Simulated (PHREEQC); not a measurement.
A solution holds 0.019 mol/kgw KOH and 0.0029 mol/kgw CO2, at 25 °C. Closed to the air; pH follows from the charge balance.

All values are PHREEQC results (ion-association model, phreeqc.dat), not measurements.

```
quantity                   before    after
------------------------  -------  -------
pH                          12.05     4.44
ionic strength (mol/kgw)   0.0219   0.0190
HCO3- (mol/kgw)           3.58e-5  4.04e-5
```

### Question
Which change was made?
A. 0.0026 mol/kgw H2SO4 added
B. KOH replaced by KBr at the same molality
C. KOH left out
D. CO2 from 0.0029 to 0.0145 mol/kgw
E. KOH from 0.019 to 0.0285 mol/kgw

### Answer
B, KOH replaced by KBr at the same molality

Precipitation was switched off in this run.
